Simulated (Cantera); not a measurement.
A Cantera script and what it prints.

```python
import numpy as np
import cantera as ct

gas_names = """
    Fe FeO Fe(OH)2 H HO2 H2 H2O H2O2 H2S H2SO4 O OH O2 O3 S SH SO SO2 SO3 S2 S2O S8
""".split()
cond_names = """
    Fe(a) Fe(c) Fe(d) Fe(L) FeO(s) FeO(L) Fe(OH)2(s) Fe(OH)3(s) FeS(a) FeS(b) FeS(c) FeS(L) FeSO4(s)
    FeS2(s) Fe2O3(s) Fe2S3O12(s) Fe3O4(s) H2O(s) H2O(L) H2SO4(L) S(cr1) S(cr2) S(L)
""".split()


# ... load() reads the species with a 1 bar reference pressure and builds the phases ...
atoms = {
    'FeS2': {'Fe': 1, 'S': 2},
    'H2S': {'H': 2, 'S': 1},
    'H2O': {'H': 2, 'O': 1},
}
top_T = {'FeSO4(s)': 950, 'FeS2(s)': 1010, 'Fe2O3(s)': 1830, 'Fe2S3O12(s)': 1100, 'Fe3O4(s)': 1870}  # K; cautious upper limits of use, not melting points


# ... equilibrate(T, P, feed) seeds the gas with the atoms and calls Mixture.equilibrate('TP', solver="vcs", rtol=1e-11, max_steps=5000) ...
results = []
feed = {'FeS2': 1, 'H2S': 1.1, 'H2O': 0.34}  # mol
P = 13332.2  # Pa
for T in [625, 725, 825, 925, 1025, 1125, 1225, 1325, 1425, 1525]:
    mix = equilibrate(T, P, feed)
    results.append((T, P, feed, dict(zip(mix.species_names, mix.species_moles))))
    x = sorted(zip(gas.X, gas.species_names), reverse=True)
    print(f"T = {T:g} K  P = {P:g} Pa  gas = {mix.phase_moles(0):.4g} mol")
    print("   x: " + "  ".join(f"{s} {v:.3e}" for v, s in x if v > 1e-05))
    print("   condensed (mol): " + ("  ".join(f"{mix.phase(i).name} {mix.phase_moles(i):.4g}"
          for i in range(1, mix.n_phases) if mix.phase_moles(i) > 1e-12) or "none"))
```

Result:

```
T = 625 K  P = 13332.2 Pa  gas = 1.441 mol
   x: H2S 7.624e-01  H2O 2.360e-01  H2 1.087e-03  S2 5.362e-04
   condensed (mol): FeS2(s) 1
T = 725 K  P = 13332.2 Pa  gas = 1.444 mol
   x: H2S 7.568e-01  H2O 2.355e-01  H2 5.140e-03  S2 2.559e-03
   condensed (mol): FeS2(s) 1
T = 825 K  P = 13332.2 Pa  gas = 1.452 mol
   x: H2S 7.409e-01  H2O 2.341e-01  H2 1.668e-02  S2 8.313e-03  SO2 1.507e-05
   condensed (mol): FeS2(s) 1
T = 925 K  P = 13332.2 Pa  gas = 1.885 mol
   x: H2S 5.759e-01  S2 2.348e-01  H2O 1.779e-01  H2 9.987e-03  SO2 1.034e-03  S2O 3.966e-04  SH 1.917e-05
   condensed (mol): FeS(c) 0.8745  FeS2(s) 0.1255
T = 1025 K  P = 13332.2 Pa  gas = 1.966 mol
   x: H2S 5.342e-01  S2 2.663e-01  H2O 1.711e-01  H2 2.718e-02  SO2 7.493e-04  S2O 3.532e-04  SH 8.678e-05
   condensed (mol): FeS(c) 1
T = 1125 K  P = 13332.2 Pa  gas = 2.001 mol
   x: H2S 4.888e-01  S2 2.795e-01  H2O 1.684e-01  H2 6.212e-02  SO2 5.810e-04  S2O 3.099e-04  SH 2.925e-04
   condensed (mol): FeS(c) 1
T = 1225 K  P = 13332.2 Pa  gas = 2.057 mol
   x: H2S 4.218e-01  S2 2.986e-01  H2O 1.639e-01  H2 1.140e-01  SH 7.845e-04  SO2 5.533e-04  S2O 3.074e-04  SO 2.782e-05
   condensed (mol): FeS(c) 1
T = 1325 K  P = 13332.2 Pa  gas = 2.126 mol
   x: H2S 3.432e-01  S2 3.207e-01  H2 1.750e-01  H2O 1.583e-01  SH 1.748e-03  SO2 6.275e-04  S2O 3.358e-04  SO 7.417e-05
   condensed (mol): FeS(c) 1
T = 1425 K  P = 13332.2 Pa  gas = 2.198 mol
   x: S2 3.418e-01  H2S 2.665e-01  H2 2.344e-01  H2O 1.525e-01  SH 3.352e-03  SO2 8.079e-04  S2O 3.900e-04  SO 1.853e-04  S 2.608e-05
   condensed (mol): FeS(c) 1
T = 1525 K  P = 13332.2 Pa  gas = 2.264 mol
   x: S2 3.590e-01  H2 2.850e-01  H2S 2.011e-01  H2O 1.470e-01  SH 5.713e-03  SO2 1.123e-03  S2O 4.670e-04  SO 4.328e-04  S 8.884e-05  H 3.459e-05
   condensed (mol): FeS(L) 1
```

Cantera equilibrium calculation (NASA polynomials, part measured and part estimated; ideal gas, pure solids and liquids). FeS: taken at fixed stoichiometry. Gases not in the tables: S3 to S7.
